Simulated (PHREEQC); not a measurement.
0.83 g of hydrous ferric oxide (600 m²/g; 0.2 weak and 0.005 strong sites per Fe, Dzombak-Morel constants, diffuse double layer) in 1 kg of water with 0.05 mol/kgw of an inert sodium salt and 0.25 mmol/kgw NaF and 2.8 mmol/kgw ZnCl2, at 25 °C; the pH is set by adding NaOH or the inert anion's acid. Oxygen alone is held at its pressure in air (log pO2 = -0.68). The system is closed to CO2. Precipitation was switched off in this run.

Base run: PHREEQC, ion-association model, wateq4f.dat. Each further column changes one thing. The table gives F sorbed (%).

```json
[
 {"pH": "4", "base": "91.7", "no electrostatic term (-no_edl)": "3.2", "background salt from 0.05 to 0.005 mol/kgw": "96.9", "oxide from 0.83 to 4.1 g/kgw": "98.6", "0.00073 mol/kgw MgCl2 added": "91.3"},
 {"pH": "5", "base": "84.9", "no electrostatic term (-no_edl)": "3.5", "background salt from 0.05 to 0.005 mol/kgw": "92.1", "oxide from 0.83 to 4.1 g/kgw": "97.4", "0.00073 mol/kgw MgCl2 added": "84.4"},
 {"pH": "5.5", "base": "76.5", "no electrostatic term (-no_edl)": "3.4", "background salt from 0.05 to 0.005 mol/kgw": "85.6", "oxide from 0.83 to 4.1 g/kgw": "95.5", "0.00073 mol/kgw MgCl2 added": "75.9"},
 {"pH": "6.5", "base": "57.1", "no electrostatic term (-no_edl)": "1.0", "background salt from 0.05 to 0.005 mol/kgw": "68.7", "oxide from 0.83 to 4.1 g/kgw": "87.3", "0.00073 mol/kgw MgCl2 added": "56.3"},
 {"pH": "7.5", "base": "29.5", "no electrostatic term (-no_edl)": "0.1", "background salt from 0.05 to 0.005 mol/kgw": "36.6", "oxide from 0.83 to 4.1 g/kgw": "61.3", "0.00073 mol/kgw MgCl2 added": "28.9"},
 {"pH": "8.5", "base": "5.4", "no electrostatic term (-no_edl)": "0.0", "background salt from 0.05 to 0.005 mol/kgw": "7.0", "oxide from 0.83 to 4.1 g/kgw": "18.6", "0.00073 mol/kgw MgCl2 added": "5.3"},
 {"pH": "9", "base": "2.0", "no electrostatic term (-no_edl)": "0.0", "background salt from 0.05 to 0.005 mol/kgw": "2.5", "oxide from 0.83 to 4.1 g/kgw": "7.5", "0.00073 mol/kgw MgCl2 added": "1.9"},
 {"pH": "10", "base": "0.2", "no electrostatic term (-no_edl)": "0.1", "background salt from 0.05 to 0.005 mol/kgw": "0.3", "oxide from 0.83 to 4.1 g/kgw": "1.0", "0.00073 mol/kgw MgCl2 added": "0.2"}
]
```

In at least one series the solution becomes supersaturated in solids that the run did not let form, among them Zn(OH)2-e, Zn5(OH)8Cl2.
